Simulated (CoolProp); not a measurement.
Carbon monoxide along the isotherm -125.85 °C: fugacity coefficient from the reference equation and from simpler models built on Tc = -140.3 °C, pc = 3498 kPa, ω = 0.050; each cubic takes its own stable root.

The numbers come from the reference Helmholtz-energy equation of state, Lemmon 2006 in CoolProp. It is a short technical equation, of lower accuracy than the large ones.

| p (kPa) | phase | reference |
|---|---|---|
| 1750 | gas | 0.8804 |
| 3500 | supercritical | 0.7661 |
| 5250 | supercritical | 0.6553 |
| 7000 | supercritical | 0.5580 |
| 8750 | supercritical | 0.4907 |
| 10500 | supercritical | 0.4451 |
| 12200 | supercritical | 0.4139 |
| 14000 | supercritical | 0.3900 |
| 15700 | supercritical | 0.3735 |
| 17500 | supercritical | 0.3607 |

Question: How far does each simpler model (van der Waals, Redlich-Kwong, Soave-Redlich-Kwong, Peng-Robinson) lie from the reference over these 10 states: mean and median of the absolute difference, and the worst?

Answer: 
- van der Waals: mean 3.8 %, median 2.5 %, worst +10.6 % at -125.85 °C and 17500 kPa
- Redlich-Kwong: mean 1.0 %, median 0.9 %, worst +1.8 % at -125.85 °C and 17500 kPa
- Soave-Redlich-Kwong: mean 1.8 %, median 2.0 %, worst +3.4 % at -125.85 °C and 17500 kPa
- Peng-Robinson: mean 4.6 %, median 4.5 %, worst -6.3 % at -125.85 °C and 17500 kPa
